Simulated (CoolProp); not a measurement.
A single-stage vapour-compression cycle with cyclopentane: evaporating at 322.15 K (dew point), condensing at 345.15 K (bubble point), superheat 10 K, subcooling 5 K, compressor efficiency 0.85, no pressure losses. Each further row changes one setting.

Model: reference Helmholtz-energy equation of state, Gedanitz 2015, in CoolProp.

```tsv
case	cooling COP	pressure ratio	discharge temperature (K)	refrigerating effect (kJ/kg)	volumetric capacity (kJ/m³)
as stated	11.4	2.01	356.9	367	968
evaporating temperature 327.15 K	15.1	1.71	356.2	374	1150
condensing temperature 340.15 K	14.8	1.75	351.8	377	995
subcooling 10 K	11.8	2.01	356.9	377	995
superheat 20 K	11.5	2.01	366.7	381	973
compressor efficiency 0.75	10.1	2.01	359.7	367	968
```
